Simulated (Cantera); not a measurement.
A closed system holds: 1 mol Al, 3.3 mol Cl₂, 9.7 mol N₂, 0.31 mol BCl₃, at 673.15 K and 240 Pa.

Equilibrium computed with Cantera from the NASA thermochemical tables; the gas is ideal and each condensed phase is pure. Candidate condensed phases: Al, AlCl₃, AlN, B, BN; 17 gas species. The numbers say what is thermodynamically allowed, not how fast it happens.

Base state: N₂ 0.758, Cl₂ 0.141, AlCl₃ 0.0755, BCl₃ 0.0242, Al₂Cl₆ 0.00135 (mole fractions); condensed: gas only.

**Question.** What changes in the equilibrium state with this change: temperature from 673.15 K to 750 K?

**Answer.** 
| species | before | after |
|---|---|---|
| N₂ | 0.758 | 0.757 |
| Cl₂ | 0.141 | 0.141 |
| AlCl₃ | 0.0755 | 0.0778 |
| Al₂Cl₆ | 0.00135 | 0.000159 |
| BCl₃ | 0.0242 | 0.0242 |
| Cl | 2.18e-6 | 2.08e-5 |
